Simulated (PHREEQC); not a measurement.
# Polishing slurry liquid: speciation

Solution (25 °C): 0.0015 mol H2SO4, 0.25 mol Fe(NO3)3 and 0.057 mol CuSO4 per kg of water. Closed to the air; pH follows from the charge balance.

Computed with PHREEQC (ion-association model, wateq4f.dat).

| Item | Result |
|---|---|
| pH | 1.69 |
| ionic strength | 1.36 mol/kgw |
| activity of water | 0.982 |
| total alkalinity | -503 meq/kg |

```tsv
species	molality	activity	log γ
NO3-	0.750	0.397	-0.277
Fe+3	0.167	0.0104	-1.204
Cu+2	0.0566	0.0107	-0.721
FeSO4+	0.0514	0.0321	-0.204
H+	0.0276	0.0203	-0.134
FeOH+2	0.0214	0.00326	-0.816
Fe2(OH)2+4	0.00332	0.000286	-1.064
FeHSO4+2	0.00322	0.00174	-0.266
SO4-2	0.00208	0.000281	-0.870
HSO4-	0.000915	0.000553	-0.218
```

No solid was allowed to form. Saturation is exceeded, for instance for Hematite (slow to form), Goethite (slow to form); the values hold only as long as no solid forms. The ionic strength is past about 0.7 mol/kgw, beyond the range of this activity model, so the values are rough.
